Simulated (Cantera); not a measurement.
Mixture: CH4 : H2 : O2 : N2 = 1 : 0.14 : 4.7 : 17.7 (molar parts), equivalence ratio 0.44, at 5.33 atm, adiabatic and at constant pressure. Ignition delay is the time to a rise of 400 K.

Model: GRI-Mech 3.0 (53 species, 325 reactions), integrated in Cantera.

Task: What does this change do: pressure from 5.33 atm to 3.65 atm?

Result: 
```
quantity                                                before       after
--------------------------------------------------  ----------  ----------
delay at 1250 K                                        1.15 ms     1.61 ms
delay at 1400 K                                       0.299 ms    0.406 ms
delay at 1550 K                                        91.4 µs    0.123 ms
delay at 1700 K                                        33.7 µs     46.0 µs
delay at 1850 K                                        14.6 µs     20.3 µs
apparent activation energy between 1700 and 1850 K  150 kJ/mol  140 kJ/mol
```

Task: What does this change do: constant volume in place of constant pressure?

Result: 
```json
[
 {"quantity": "delay at 1250 K", "before": "1.15 ms", "after": "1.09 ms"},
 {"quantity": "delay at 1400 K", "before": "0.299 ms", "after": "0.283 ms"},
 {"quantity": "delay at 1550 K", "before": "91.4 µs", "after": "86.4 µs"},
 {"quantity": "delay at 1700 K", "before": "33.7 µs", "after": "31.7 µs"},
 {"quantity": "delay at 1850 K", "before": "14.6 µs", "after": "13.7 µs"},
 {"quantity": "apparent activation energy between 1700 and 1850 K", "before": "150 kJ/mol", "after": "150 kJ/mol"}
]
```
